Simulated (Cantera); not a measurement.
An adiabatic, constant-volume homogeneous reactor starts with CH₄ : O₂ : N₂ = 1 : 1.54 : 5.78 (molar parts), at 1525 K and 3830 Torr. Integrator tolerance rtol = 1e-08.

Model: GRI-Mech 3.0 (53 species, 325 reactions), integrated in Cantera. Above 3000 K some thermodynamic fits are extrapolated.

Problem. What does this change do: 0.27 parts H2O added?

Solution. 
```tsv
quantity	before	after
time of steepest temperature rise	0.270 ms	0.291 ms
temperature at 5.00 s	3091 K	3047 K
equilibrium temperature	3091 K	3047 K
x(CH₄) at 5.00 s	2.51e-12 (gas-phase equilibrium 3.01e-12)	2.40e-12 (gas-phase equilibrium 2.86e-12)
x(O₂) at 5.00 s	0.00407 (gas-phase equilibrium 0.00407)	0.00389 (gas-phase equilibrium 0.00389)
x(CO₂) at 5.00 s	0.0352 (gas-phase equilibrium 0.0352)	0.0371 (gas-phase equilibrium 0.0371)
x(N₂O) at 5.00 s	1.14e-6 (gas-phase equilibrium 1.14e-6)	1.02e-6 (gas-phase equilibrium 1.02e-6)
x(OH) at 5.00 s	0.0167 (gas-phase equilibrium 0.0167)	0.0161 (gas-phase equilibrium 0.0161)
x(C₂H₂) at 5.00 s	<1e-12 (gas-phase equilibrium <1e-12)	<1e-12 (gas-phase equilibrium <1e-12)
```
